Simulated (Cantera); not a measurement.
Input (Python, Cantera) and output of one run.

```python
import numpy as np
import cantera as ct

gas_names = """
    Ca CaF CaF2 Ca2 F F2 H HF H2 H2F2 H3F3 H4F4 H5F5 H6F6 H7F7 N NF NF2 NF3 NH NH2 NH3 N2 N2H2 N2H4
""".split()
cond_names = """
    Ca(a) Ca(b) Ca(L) CaF2(a) CaF2(b) CaF2(L)
""".split()


# ... load() reads the species with a 1 bar reference pressure and builds the phases ...
atoms = {
    'CaF2': {'Ca': 1, 'F': 2},
    'HF': {'H': 1, 'F': 1},
    'N2': {'N': 2},
}
top_T = {}  # K; cautious upper limits of use, not melting points


# ... equilibrate(T, P, feed) seeds the gas with the atoms and calls Mixture.equilibrate('TP', solver="vcs", rtol=1e-11, max_steps=5000) ...
results = []
feed = {'CaF2': 1, 'HF': 0.4, 'N2': 1}  # mol
P = 4300  # Pa
for T in [1450, 1525, 1600, 1675, 1750, 1825, 1900, 1975, 2050, 2125]:
    mix = equilibrate(T, P, feed)
    results.append((T, P, feed, dict(zip(mix.species_names, mix.species_moles))))
    x = sorted(zip(gas.X, gas.species_names), reverse=True)
    print(f"T = {T:g} K  P = {P:g} Pa  gas = {mix.phase_moles(0):.4g} mol")
    print("   x: " + "  ".join(f"{s} {v:.3e}" for v, s in x if v > 0.0001))
    print("   condensed (mol): " + ("  ".join(f"{mix.phase(i).name} {mix.phase_moles(i):.4g}"
          for i in range(1, mix.n_phases) if mix.phase_moles(i) > 1e-12) or "none"))
```

Result:

```
T = 1450 K  P = 4300 Pa  gas = 1.4 mol
   x: N2 7.143e-01  HF 2.857e-01
   condensed (mol): CaF2(b) 1
T = 1525 K  P = 4300 Pa  gas = 1.4 mol
   x: N2 7.142e-01  HF 2.857e-01
   condensed (mol): CaF2(b) 0.9999
T = 1600 K  P = 4300 Pa  gas = 1.401 mol
   x: N2 7.140e-01  HF 2.856e-01  CaF2 3.666e-04
   condensed (mol): CaF2(b) 0.9995
T = 1675 K  P = 4300 Pa  gas = 1.402 mol
   x: N2 7.133e-01  HF 2.853e-01  CaF2 1.356e-03
   condensed (mol): CaF2(b) 0.9981
T = 1750 K  P = 4300 Pa  gas = 1.406 mol
   x: N2 7.113e-01  HF 2.845e-01  CaF2 4.121e-03
   condensed (mol): CaF2(L) 0.9942
T = 1825 K  P = 4300 Pa  gas = 1.416 mol
   x: N2 7.063e-01  HF 2.825e-01  CaF2 1.111e-02
   condensed (mol): CaF2(L) 0.9843
T = 1900 K  P = 4300 Pa  gas = 1.44 mol
   x: N2 6.946e-01  HF 2.778e-01  CaF2 2.750e-02
   condensed (mol): CaF2(L) 0.9604
T = 1975 K  P = 4300 Pa  gas = 1.494 mol
   x: N2 6.692e-01  HF 2.676e-01  CaF2 6.302e-02  F 1.116e-04
   condensed (mol): CaF2(L) 0.9058
T = 2050 K  P = 4300 Pa  gas = 1.619 mol
   x: N2 6.178e-01  HF 2.469e-01  CaF2 1.350e-01  F 1.931e-04
   condensed (mol): CaF2(L) 0.7815
T = 2125 K  P = 4300 Pa  gas = 1.925 mol
   x: N2 5.196e-01  CaF2 2.722e-01  HF 2.076e-01  F 3.202e-04  H 1.318e-04
   condensed (mol): CaF2(L) 0.476
```

Equilibrium computed with Cantera from the NASA thermochemical tables; the gas is ideal and each condensed phase is pure.
